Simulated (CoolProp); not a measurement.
n-nonane at 315.12 K and 0.906 MPa is throttled through a valve to 0.5 MPa with no heat exchange. Each further row changes one setting.

Values from CoolProp's reference Helmholtz-energy equation of state, Lemmon 2006. It is a short technical equation, of lower accuracy than the large ones.

```csv
case,temperature change (K),final density (kg/m³)
as stated,+0.2,701
outlet pressure 0.15 MPa,+0.3,700
outlet pressure 0.65 MPa,+0.1,701
```
